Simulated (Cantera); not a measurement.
A closed system holds: 1 mol BCl₃, 180 mol H₂, 0.15 mol N₂, 1.1 mol O₂, equilibrated at 6200 Pa.

Equilibrium computed with Cantera from the NASA thermochemical tables; the gas is ideal and each condensed phase is pure. Candidate condensed phases: B, BN, B₂O₃, B₃O₃H₃, H₂O, NH₄Cl; 49 gas species. Gases not in the tables: H₃BO₃. Kinetics and transport are ignored.

**Question.** Which condensed phases are stable at each of these points (T (K)): 773, 973, 1173, 1373, 1573, 1773, 1973, 2173?

**Answer.** 
| T (K) | condensed phases | B condensed (%) |
|---|---|---|
| 773 | B₂O₃(l) | 99.6 |
| 973 | B₂O₃(l) | 99.8 |
| 1173 | B₂O₃(l) | 97.4 |
| 1373 | B₂O₃(l) | 68.4 |
| 1573 | gas only | 0.0 |
| 1773 | gas only | 0.0 |
| 1973 | gas only | 0.0 |
| 2173 | gas only | 0.0 |

From 773 K to 1373 K the condensed part is B₂O₃(l). From 1573 K to 2173 K nothing is condensed.
